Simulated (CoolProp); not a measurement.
Vapour-liquid equilibrium of cyclohexane (1) + n-octane (2) at 418.2 K; x and y are mole fractions of (1).

Values from CoolProp's multi-fluid Helmholtz-energy mixture model, Zhou 2014 and Beckmüller 2019; pair parameters Bell 2016.

```csv
x,"bubble pressure, mixture model (bar)","bubble pressure, Raoult's law (bar)","y, mixture model","y, Raoult's law"
0.05,1.839,1.852,0.122,0.135
0.2,2.309,2.350,0.399,0.426
0.35,2.794,2.847,0.588,0.615
0.5,3.290,3.344,0.725,0.748
0.65,3.793,3.842,0.830,0.846
0.8,4.305,4.339,0.912,0.922
0.95,4.826,4.837,0.980,0.983
```

The largest gap from Raoult's law is -1.9 % in bubble pressure, at x = 0.35. No azeotrope shows between x = 0.05 and 0.95.

Pair parameters are fitted to limited data, so mixtures are less certain than the pure fluids.
